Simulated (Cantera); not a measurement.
Charge: 1 mol SiH2Cl2, 26 mol N2, at 1125 K and 0.240 bar.

Cantera equilibrium calculation (NASA polynomials, part measured and part estimated; ideal gas, pure solids and liquids). Candidate condensed phases: NH4Cl, Si, Si3N4; 28 gas species. N2 is the only nitrogen source here; it is nearly inert below about 1500 K, so the nitride shown seldom forms there in practice. The tables' values for SiCl3 are old estimates; treat these amounts as uncertain. Rates play no part.

**Question.** What is the equilibrium state?

**Answer.** 
```json
{
 "x(N2)": "0.933",
 "x(HCl)": "0.0500",
 "x(H2)": "0.0117",
 "x(SiCl4)": "0.00579",
 "x(SiCl3)": "3.21e-5",
 "x(SiHCl3)": "2.35e-5",
 "x(SiCl2)": "2.19e-6",
 "n(Si3N4(s))": "0.280 mol",
 "gas_amount": "27.28 mol",
 "log10 activity of Si(s) (absent)": "-5.32"
}
```
